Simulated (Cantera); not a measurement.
An adiabatic, constant-volume homogeneous reactor starts with CH4 : O2 : N2 = 1 : 0.952 : 3.58 (molar parts), equivalence ratio 2.1, at 1650 K and 0.720 atm.

Computed with Cantera and GRI-Mech 3.0 (53 species, 325 reactions).

Predict: time of steepest temperature rise; temperature at 0.400 s; equilibrium temperature; x(O2) at 0.400 s; x(HCN) at 0.400 s; x(H2) at 0.400 s; x(OH) at 0.400 s.


| Item | Result |
|---|---|
| time of steepest temperature rise | 0.468 ms |
| temperature at 0.400 s | 2769 K |
| equilibrium temperature | 2769 K |
| x(O2) at 0.400 s | 0.000120 (gas-phase equilibrium 0.000120) |
| x(HCN) at 0.400 s | 1.82e-7 (gas-phase equilibrium 1.82e-7) |
| x(H2) at 0.400 s | 0.169 (gas-phase equilibrium 0.169) |
| x(OH) at 0.400 s | 0.00466 (gas-phase equilibrium 0.00466) |
